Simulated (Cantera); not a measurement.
What does this Cantera script print?

```python
import numpy as np
import cantera as ct

gas = ct.Solution("gri30.yaml")


def delay(T, t_max=10):
    gas.TPX = T, 500000, {'H2': 1, 'O2': 0.568, 'N2': 2.14}
    reactor = ct.IdealGasReactor(gas, clone=False)
    net = ct.ReactorNet([reactor])
    net.rtol, net.atol = 1e-8, 1e-16
    while net.time < t_max:
        t_old, T_old = net.time, reactor.T
        net.step()
        if reactor.T > T + 400:  # ignition: a rise of 400 K
            return t_old + (T + 400 - T_old) / (reactor.T - T_old) * (net.time - t_old)
    return np.nan


taus = []
for T in [923, 1023, 1123, 1223, 1323, 1423, 1523]:
    taus.append(delay(T))
    print(f"T0 = {T:6g} K   tau = {taus[-1]:.4e} s")
```

Result:

```
T0 =    923 K   tau = 8.6664e-02 s
T0 =   1023 K   tau = 5.7507e-03 s
T0 =   1123 K   tau = 1.6606e-04 s
T0 =   1223 K   tau = 1.1740e-05 s
T0 =   1323 K   tau = 5.6360e-06 s
T0 =   1423 K   tau = 3.5379e-06 s
T0 =   1523 K   tau = 2.5034e-06 s
```

Cantera simulation using GRI-Mech 3.0 (53 species, 325 reactions); the numbers are that mechanism's predictions, not measurements. The hydrogen kinetics of GRI-Mech 3.0 are dated; newer H2 mechanisms differ, most at raised pressure. Below about 950 K walls govern HO2 and H2O2 in real vessels.
